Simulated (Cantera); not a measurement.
## Equilibrium for carbon deposition, reforming and gasification: C₆H₆ + NH₃ + N₂

Charge: 1 mol C₆H₆, 0.33 mol NH₃, 28 mol N₂, equilibrated at 0.920 bar.

These are equilibrium values from Cantera (NASA tables, ideal gas, pure condensed phases), not measurements of a reactor. Candidate condensed phases: C, C₆H₆, C₇H₈, C₈H₁₈; 92 gas species. Rates play no part.

From 748 K to 2948 K the condensed part is C(graphite). The main C-bearing gas is CH₄ at 748 K and HCN at 2948 K.

```
T (K)   x N₂    x H₂     x HCN       x H     x CH₄     x HNC  x C₂H₂ (acetylene)  n C(graphite)
-----  -----  ------  --------  --------  --------  --------  ------------------  -------------
748    0.906  0.0765   6.09e-9    <1e-12    0.0179    <1e-12              <1e-12           5.44
948    0.891   0.107   6.65e-7  1.79e-10   0.00181  6.58e-10            2.76e-11           5.94
1148   0.890   0.110   1.28e-5   2.48e-8  0.000264   4.83e-8             4.08e-9           5.99
1348   0.890   0.110  0.000100   8.01e-7   6.52e-5   9.77e-7             1.33e-7           5.99
1548   0.889   0.110  0.000459   1.07e-5   2.29e-5   9.01e-6             1.73e-6           5.98
1748   0.889   0.110   0.00148   7.88e-5   1.02e-5   4.96e-5             1.24e-5           5.95
1948   0.887   0.108   0.00370  0.000387   5.27e-6  0.000191             5.83e-5           5.87
2148   0.885   0.105   0.00774   0.00141   3.01e-6  0.000564            0.000202           5.72
2348   0.880  0.0999    0.0140   0.00407   1.79e-6   0.00136            0.000546           5.48
2548   0.872  0.0911    0.0225   0.00973   1.06e-6   0.00278             0.00120           5.11
2748   0.861  0.0785    0.0323    0.0198   5.93e-7   0.00490             0.00219           4.62
2948   0.846  0.0625    0.0420    0.0350   2.96e-7   0.00759             0.00333           4.02
```
x: gas mole fraction; n: condensed amount in mol.
